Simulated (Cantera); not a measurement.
A closed system holds: 1 mol Cr, 0.28 mol N2O, a varied amount of N2, at 1925 °C and 13300 Pa.

Method: chemical equilibrium by Gibbs-energy minimisation in Cantera with the NASA 1993 tables (ideal gas, pure condensed phases). Candidate condensed phases: Cr, CrN, Cr2N, Cr2O3; 14 gas species. Mutual solubility and eutectic melting of coexisting phases are not modelled. Kinetics and transport are ignored.

Q: Which condensed phases are stable at each of these points (n(N2) (mol)): 4.9, 5.9, 7.1, 8.6, 10, 13, 15, 18, 22, 27, 33, 40?

A: 
```json
[
 {"n(N2) (mol)": "4.9", "condensed phases": "Cr(l) + Cr2O3(s)", "Cr condensed (%)": "65.0"},
 {"n(N2) (mol)": "5.9", "condensed phases": "Cr(l) + Cr2O3(s)", "Cr condensed (%)": "58.3"},
 {"n(N2) (mol)": "7.1", "condensed phases": "Cr(l) + Cr2O3(s)", "Cr condensed (%)": "50.2"},
 {"n(N2) (mol)": "8.6", "condensed phases": "Cr(l) + Cr2O3(s)", "Cr condensed (%)": "40.1"},
 {"n(N2) (mol)": "10", "condensed phases": "Cr(l) + Cr2O3(s)", "Cr condensed (%)": "30.6"},
 {"n(N2) (mol)": "13", "condensed phases": "Cr2O3(s)", "Cr condensed (%)": "17.2"},
 {"n(N2) (mol)": "15", "condensed phases": "Cr2O3(s)", "Cr condensed (%)": "17.1"},
 {"n(N2) (mol)": "18", "condensed phases": "Cr2O3(s)", "Cr condensed (%)": "16.9"},
 {"n(N2) (mol)": "22", "condensed phases": "Cr2O3(s)", "Cr condensed (%)": "16.6"},
 {"n(N2) (mol)": "27", "condensed phases": "Cr2O3(s)", "Cr condensed (%)": "16.4"},
 {"n(N2) (mol)": "33", "condensed phases": "Cr2O3(s)", "Cr condensed (%)": "16.0"},
 {"n(N2) (mol)": "40", "condensed phases": "Cr2O3(s)", "Cr condensed (%)": "15.7"}
]
```

From 4.9 mol N2 to 10 mol N2 the condensed part is Cr(l) + Cr2O3(s). From 13 mol N2 to 40 mol N2 the condensed part is Cr2O3(s).
